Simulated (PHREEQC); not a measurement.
Make-up at 25 °C: 0.0041 mol NaOH, 0.00035 mol CO2 and 0.0042 mol Na2CO3 per kg of water. Closed to the air; pH follows from the charge balance.

Equilibrium calculation in PHREEQC: Pitzer model, pitzer.dat.

```json
[
 {"quantity": "pH", "before": "11.49", "after": "10.49"},
 {"quantity": "ionic strength (mol/kgw)", "before": "0.0169", "after": "0.0160"},
 {"quantity": "CO3-2 (mol/kgw)", "before": "0.00436", "after": "0.00354"},
 {"quantity": "HCO3- (mol/kgw)", "before": "0.000194", "after": "0.00101"},
 {"quantity": "CO2 (mol/kgw)", "before": "1.28e-9", "after": "5.87e-8"}
]
```

**Question.** Name the change that produced these shifts.
A) Na2CO3 from 0.0042 to 0.021 mol/kgw
B) Na2CO3 from 0.0042 to 0.00084 mol/kgw
C) diluted 10-fold with water
D) NaOH from 0.0041 to 0.00082 mol/kgw
E) temperature from 25 to 65 °C

**Answer.** E, temperature from 25 to 65 °C

Precipitation was switched off in this run. Away from 25 °C the constants follow the database's enthalpies or fits; those with neither stay at their 25 °C values.
